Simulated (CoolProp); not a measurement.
Saturated liquid density (kg/m³) of neopentane: the reference equation beside estimates from Tc = 433.7 K, pc = 3196 kPa, ω = 0.196. Rackett uses Z = 0.29056 − 0.08775 ω.

Model: reference Helmholtz-energy equation of state, Lemmon 2006, in CoolProp. It is a short technical equation, of lower accuracy than the large ones.

```tsv
T (K)	reference	Rackett	Redlich-Kwong	Soave-Redlich-Kwong
284.7	599.0	608.4	552.7	566.9
291.6	591.6	600.7	544.4	559.1
298.6	583.9	592.6	535.6	550.8
305.5	576.2	584.5	526.7	542.4
312.5	568.1	576.0	517.3	533.4
319.4	559.9	567.5	507.8	524.2
326.4	551.3	558.5	497.7	514.4
333.3	542.6	549.5	487.4	504.3
340.3	533.5	540.0	476.5	493.6
347.2	524.1	530.3	465.4	482.5
354.2	514.1	520.0	453.5	470.6
361.1	503.8	509.5	441.3	458.3
368.1	492.8	498.3	428.2	445.0
375	481.3	486.7	414.7	431.1
```

Absolute difference from the reference over all 14 rows, mean and median: Rackett 1.3 and 1.3 %, Redlich-Kwong 10.3 and 9.9 %, Soave-Redlich-Kwong 7.3 and 6.9 %.
